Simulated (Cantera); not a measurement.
Cantera run, input and output.

```python
import numpy as np
import cantera as ct

surf = ct.Interface("ptcombust.yaml", "Pt_surf")
gas = surf.adjacent["gas"]
gas.TPX = 300, 8900, {'CH4': 0.013, 'O2': 0.075, 'N2': 0.79}
jet = ct.ImpingingJet(gas=gas, width=0.055, surface=surf)
jet.inlet.mdot, jet.inlet.T, jet.inlet.X = 0.079, 300, {'CH4': 0.013, 'O2': 0.075, 'N2': 0.79}
jet.set_refine_criteria(ratio=10, slope=0.2, curve=0.3)
show, cover = ['CH4', 'O2', 'H2O', 'OH', 'CO', 'CO2'], ["PT(S)", "H(S)", "O(S)", "OH(S)", "CO(S)", "C(S)"]

rows = []
print(f"{'Ts/K':>7s}" + "".join(f"{s:>11s}" for s in show + cover) + "   (gas at the wall, coverages)")
for i, Ts in enumerate([900, 950, 1000, 1050, 1100, 1150, 1200]):
    jet.surface.T = Ts
    if i == 0:
        surf.TP = Ts, 8900
        surf.coverages = "PT(S):0.5, O(S):0.5"
        surf.advance_coverages(1.0)
        jet.set_initial_guess(products="inlet")
    jet.solve(loglevel=0, auto=(i == 0))
    rows.append([*(jet.X[gas.species_index(s), -1] for s in show), *surf[cover].coverages])
    print(f"{Ts:7g}" + "".join(f"{x:11.3e}" for x in rows[-1]))
```

Output:

```
   Ts/K        CH4         O2        H2O         OH         CO        CO2      PT(S)       H(S)       O(S)      OH(S)      CO(S)       C(S)   (gas at the wall, coverages)
    900  9.363e-03  7.386e-02  1.014e-02  2.005e-08  3.763e-06  6.654e-03  2.204e-01  5.734e-08  7.788e-01  8.292e-04  5.533e-06  1.968e-08
    950  7.159e-03  6.920e-02  1.421e-02  6.393e-08  3.988e-06  9.338e-03  2.912e-01  1.441e-07  7.080e-01  8.774e-04  4.106e-06  1.965e-08
   1000  5.432e-03  6.555e-02  1.737e-02  1.741e-07  4.107e-06  1.143e-02  3.634e-01  3.040e-07  6.358e-01  8.544e-04  2.896e-06  1.810e-08
   1050  4.194e-03  6.295e-02  1.962e-02  4.203e-07  4.240e-06  1.292e-02  4.345e-01  5.669e-07  5.647e-01  7.915e-04  2.031e-06  1.617e-08
   1100  3.324e-03  6.113e-02  2.117e-02  9.161e-07  4.452e-06  1.395e-02  5.033e-01  9.714e-07  4.960e-01  7.118e-04  1.454e-06  1.441e-08
   1150  2.715e-03  5.988e-02  2.224e-02  1.837e-06  4.786e-06  1.466e-02  5.682e-01  1.558e-06  4.312e-01  6.281e-04  1.072e-06  1.299e-08
   1200  2.279e-03  5.902e-02  2.297e-02  3.430e-06  5.274e-06  1.513e-02  6.288e-01  2.381e-06  3.706e-01  5.471e-04  8.187e-07  1.192e-08
```

Detailed kinetics in Cantera: Deutschmann's 1995 Pt surface mechanism with GRI-Mech 3.0 gas chemistry. Catalytic surfaces can have several steady states; this one follows from the mechanism file's or the stated starting coverage.
